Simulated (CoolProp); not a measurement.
Chlorine along the isobar 7.88 MPa: Z from the reference equation and from simpler models built on Tc = 143.7 °C, pc = 7.642 MPa, ω = 0.070; each cubic takes its own stable root.

Computed with CoolProp (reference Helmholtz-energy equation of state, Thol 2021).

| T (°C) | phase | reference |
|---|---|---|
| 0.75 | liquid | 0.1655 |
| 6.75 | liquid | 0.1638 |
| 12.75 | liquid | 0.1623 |
| 18.75 | liquid | 0.1608 |
| 24.75 | liquid | 0.1596 |
| 30.75 | liquid | 0.1584 |
| 36.75 | liquid | 0.1574 |
| 42.75 | liquid | 0.1565 |
| 48.85 | liquid | 0.1557 |
| 54.85 | liquid | 0.1551 |
| 60.85 | liquid | 0.1547 |
| 66.85 | liquid | 0.1544 |
| 72.85 | liquid | 0.1543 |
| 78.85 | liquid | 0.1544 |
| 84.85 | liquid | 0.1547 |

Question: How far does each simpler model (van der Waals, Soave-Redlich-Kwong) lie from the reference over these 15 states: mean and median of the absolute difference, and the worst?

Answer: 
- van der Waals: mean 54.5 %, median 54.4 %, worst +56.0 % at 0.75 °C and 7.88 MPa
- Soave-Redlich-Kwong: mean 9.0 %, median 8.7 %, worst +11.2 % at 84.85 °C and 7.88 MPa
